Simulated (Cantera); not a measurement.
A closed system holds: 1 mol V, 0.19 mol NH₃, 83 mol H₂, at 652 °C and 0.100 bar.

These are equilibrium values from Cantera (NASA tables, ideal gas, pure condensed phases), not measurements of a reactor. Candidate condensed phases: V, VN; 11 gas species. VN: taken at fixed stoichiometry. Condensed phases not in the tables: V₂N, N, O or C dissolved in the metal. The numbers say what is thermodynamically allowed, not how fast it happens.

Base state: H₂ 1.00 (mole fractions); condensed: V(s) + VN(s).

**Question.** What changes in the equilibrium state with this change: NH₃ from 0.19 to 5.5 mol?

**Answer.** 
```
species     before    after
----------  ------  -------
H₂            1.00    0.976
N₂           <1e-9   0.0241
NH₃          <1e-9  1.49e-5
V(s), mol    0.810        0
VN(s), mol   0.190     1.00
```
Condensed phases not in the tables: V₂N.

**Question.** What changes in the equilibrium state with this change: temperature from 652 °C to 2250 °C?

**Answer.** 
```tsv
species	before	after
H₂	1.00	0.905
H	<1e-9	0.0837
V	<1e-9	0.00978
N₂	<1e-9	0.00108
V(s), mol	0.810	0
VN(s), mol	0.190	0
V(l), mol	0	0.140
```
